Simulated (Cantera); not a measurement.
A closed system holds: 1 mol B2O3, 3.9 mol H2, equilibrated at 825 K and 0.100 bar.

Method: chemical equilibrium by Gibbs-energy minimisation in Cantera with the NASA 1993 tables (ideal gas, pure condensed phases). Candidate condensed phases: B, B2O3, B3O3H3, H2O; 23 gas species. Rates play no part.

Base state: H2 1.00 (mole fractions); condensed: B2O3(l).

Task: What changes in the equilibrium state with this change: B2O3 replaced by B2H6?

Result: 
```tsv
species	before	after
H2	1.00	1.00
B2O3(l), mol	1.000	0
B(s), mol	0	2.00
```
The feed counts by its element totals alone.

Task: What changes in the equilibrium state with this change: temperature from 825 K to 1975 K?

Result: 
```tsv
species	before	after
H2	1.00	0.719
B2O3	<1e-9	0.121
HBO2	<1e-9	0.0772
HBO	<1e-9	0.0571
B2O2	<1e-9	0.0128
BO	<1e-9	0.00433
H	<1e-9	0.00367
BO2	<1e-9	4.54e-5
H2O	1.67e-7	0.00494
B2O3(l), mol	1.000	0
```

Task: What changes in the equilibrium state with this change: temperature from 825 K to 1925 K?

Result: 
```
species       before    after
------------  ------  -------
H2              1.00    0.723
B2O3           <1e-9    0.124
HBO2           <1e-9   0.0751
HBO            <1e-9   0.0549
B2O2           <1e-9   0.0128
BO             <1e-9  0.00305
H              <1e-9  0.00257
BO2            <1e-9  2.79e-5
B2O3(l), mol   1.000        0
```
